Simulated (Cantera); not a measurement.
An adiabatic, constant-volume homogeneous reactor starts with C2H4 : O2 : N2 : H2O = 1 : 6.38 : 24 : 2.5 (molar parts), equivalence ratio 0.47, at 1525 K and 4.50 bar.

Detailed kinetics in Cantera: GRI-Mech 3.0 (53 species, 325 reactions). GRI-Mech 3.0 was tuned for natural gas; its chemistry of ethylene as a main component is partial and can be far from experiment.

Predict: time of steepest temperature rise; temperature at 0.200 s; equilibrium temperature; x(O2) at 0.200 s; x(H2O) at 0.200 s; x(CO2) at 0.200 s; x(H2) at 0.200 s.


```
Property                                                             Value
---------------------------------  ---------------------------------------
time of steepest temperature rise                                  9.99 µs
temperature at 0.200 s                                              2599 K
equilibrium temperature                                             2599 K
x(O2) at 0.200 s                     0.0896 (gas-phase equilibrium 0.0896)
x(H2O) at 0.200 s                      0.125 (gas-phase equilibrium 0.125)
x(CO2) at 0.200 s                    0.0546 (gas-phase equilibrium 0.0546)
x(H2) at 0.200 s                   0.00143 (gas-phase equilibrium 0.00143)
```
